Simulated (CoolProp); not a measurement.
Vapour-liquid equilibrium of carbon dioxide (1) + R227EA (2) at 0.599 MPa; x and y are mole fractions of (1).

The numbers come from the multi-fluid Helmholtz-energy mixture model, Span 1996 and Lemmon 2016; pair parameters Bell 2016 in CoolProp.

| x | bubble temperature, mixture model (K) | bubble temperature, Raoult's law (K) | y, mixture model | y, Raoult's law |
|---|---|---|---|---|
| 0.05 | 295.1 | 289.9 | 0.307 | 0.443 |
| 0.125 | 278.7 | 272.7 | 0.611 | 0.719 |
| 0.2 | 266.1 | 261.2 | 0.772 | 0.837 |
| 0.275 | 256.5 | 252.9 | 0.857 | 0.897 |
| 0.35 | 249.1 | 246.5 | 0.905 | 0.931 |
| 0.425 | 243.3 | 241.3 | 0.935 | 0.953 |
| 0.5 | 238.7 | 237.1 | 0.954 | 0.967 |
| 0.575 | 234.8 | 233.5 | 0.967 | 0.977 |
| 0.65 | 231.5 | 230.4 | 0.977 | 0.984 |
| 0.725 | 228.5 | 227.7 | 0.984 | 0.989 |
| 0.8 | 225.9 | 225.3 | 0.990 | 0.993 |
| 0.875 | 223.5 | 223.1 | 0.994 | 0.996 |
| 0.95 | 221.3 | 221.2 | 0.998 | 0.999 |

The largest gap from Raoult's law is +6.0 K in bubble temperature, at x = 0.125. No azeotrope shows between x = 0.05 and 0.95.

Pair parameters are fitted to limited data, so mixtures are less certain than the pure fluids.
